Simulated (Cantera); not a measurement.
Cantera run:

```python
import numpy as np
import cantera as ct

gas_names = """
    H HNO HNO2 HNO3 HO2 H2 H2O H2O2 H2S H2SO4 N NH NH2 NH3 NH2OH NO NO2 NO3 N2 N2H2 N2H4 N2O O OH O2 O3
    S SH SN SO SO2 SO3 S2 S2O S8
""".split()
cond_names = """
    H2O(s) H2O(L) H2SO4(L) S(cr1) S(cr2) S(L)
""".split()


# ... load() reads the species with a 1 bar reference pressure and builds the phases ...
atoms = {
    'SO2': {'S': 1, 'O': 2},
    'H2': {'H': 2},
    'N2': {'N': 2},
}
top_T = {}  # K; cautious upper limits of use, not melting points


# ... equilibrate(T, P, feed) seeds the gas with the atoms and calls Mixture.equilibrate('TP', solver="vcs", rtol=1e-11, max_steps=5000) ...
results = []
T = 3448.15  # K
P = 133.322  # Pa
for m in [1.5, 3.3, 5.1, 6.8, 8.6, 10, 12, 14, 16, 17, 19, 21]:
    feed = {'SO2': 1, 'H2': 0.095, 'N2': m}  # mol
    mix = equilibrate(T, P, feed)
    results.append((T, P, feed, dict(zip(mix.species_names, mix.species_moles))))
    x = sorted(zip(gas.X, gas.species_names), reverse=True)
    print(f"T = {T:g} K  P = {P:g} Pa  n(N2) = {m:g} mol  gas = {mix.phase_moles(0):.4g} mol")
    print("   x: " + "  ".join(f"{s} {v:.3e}" for v, s in x if v > 0.001))
    print("   condensed (mol): " + ("  ".join(f"{mix.phase(i).name} {mix.phase_moles(i):.4g}"
          for i in range(1, mix.n_phases) if mix.phase_moles(i) > 1e-12) or "none"))
```

Result:

```
T = 3448.15 K  P = 133.322 Pa  n(N2) = 1.5 mol  gas = 4.658 mol
   x: O 4.181e-01  N2 3.188e-01  S 2.096e-01  H 4.062e-02  SO 4.850e-03  NO 3.758e-03  N 2.668e-03  O2 1.251e-03
   condensed (mol): none
T = 3448.15 K  P = 133.322 Pa  n(N2) = 3.3 mol  gas = 6.468 mol
   x: N2 5.068e-01  O 3.019e-01  S 1.519e-01  H 2.929e-02  NO 3.421e-03  N 3.364e-03  SO 2.538e-03
   condensed (mol): none
T = 3448.15 K  P = 133.322 Pa  n(N2) = 5.1 mol  gas = 8.276 mol
   x: N2 6.129e-01  O 2.363e-01  S 1.192e-01  H 2.290e-02  N 3.700e-03  NO 2.945e-03  SO 1.558e-03
   condensed (mol): none
T = 3448.15 K  P = 133.322 Pa  n(N2) = 6.8 mol  gas = 9.982 mol
   x: N2 6.780e-01  O 1.961e-01  S 9.904e-02  H 1.900e-02  N 3.891e-03  NO 2.571e-03  SO 1.075e-03
   condensed (mol): none
T = 3448.15 K  P = 133.322 Pa  n(N2) = 8.6 mol  gas = 11.79 mol
   x: N2 7.264e-01  O 1.662e-01  S 8.401e-02  H 1.609e-02  N 4.028e-03  NO 2.255e-03
   condensed (mol): none
T = 3448.15 K  P = 133.322 Pa  n(N2) = 10 mol  gas = 13.19 mol
   x: N2 7.549e-01  O 1.486e-01  S 7.514e-02  H 1.438e-02  N 4.106e-03  NO 2.055e-03
   condensed (mol): none
T = 3448.15 K  P = 133.322 Pa  n(N2) = 12 mol  gas = 15.2 mol
   x: N2 7.865e-01  O 1.290e-01  S 6.530e-02  H 1.249e-02  N 4.191e-03  NO 1.822e-03
   condensed (mol): none
T = 3448.15 K  P = 133.322 Pa  n(N2) = 14 mol  gas = 17.2 mol
   x: N2 8.108e-01  O 1.141e-01  S 5.773e-02  H 1.103e-02  N 4.255e-03  NO 1.635e-03
   condensed (mol): none
T = 3448.15 K  P = 133.322 Pa  n(N2) = 16 mol  gas = 19.21 mol
   x: N2 8.300e-01  O 1.022e-01  S 5.174e-02  H 9.881e-03  N 4.305e-03  NO 1.482e-03
   condensed (mol): none
T = 3448.15 K  P = 133.322 Pa  n(N2) = 17 mol  gas = 20.21 mol
   x: N2 8.382e-01  O 9.713e-02  S 4.919e-02  H 9.391e-03  N 4.326e-03  NO 1.416e-03
   condensed (mol): none
T = 3448.15 K  P = 133.322 Pa  n(N2) = 19 mol  gas = 22.22 mol
   x: N2 8.523e-01  O 8.838e-02  S 4.477e-02  H 8.544e-03  N 4.363e-03  NO 1.299e-03
   condensed (mol): none
T = 3448.15 K  P = 133.322 Pa  n(N2) = 21 mol  gas = 24.22 mol
   x: N2 8.642e-01  O 8.108e-02  S 4.108e-02  H 7.838e-03  N 4.393e-03  NO 1.200e-03
   condensed (mol): none
```

These are equilibrium values from Cantera (NASA tables, ideal gas, pure condensed phases), not measurements of a reactor.
